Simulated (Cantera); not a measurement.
A perfectly stirred reactor is fed with NH₃ : H₂ = 1 : 1 (molar parts), at 0.0350 bar; it is held at 2273 K, and followed from long to short residence time.

Computed with Cantera and the gas-phase N/H chemistry of the illustrative SiF4/NH3 mechanism in the Surface Chemkin manual (1991). Walls and surfaces, which speed up NH3 decomposition in real reactors, are not modelled.

One state of this run: x NH₃ = 0.136; x H₂ = 0.741; x NH₂ = 0.00108; x H = 0.00188; x N = 6.93e-6; x N₂ = 0.121. x: mole fraction; the columns are a selection and need not sum to one.

**Question.** Which value of τ (s) does it belong to?
A. 0.037
B. 2.5
C. 0.61
D. 0.15

**Answer.** D, 0.15
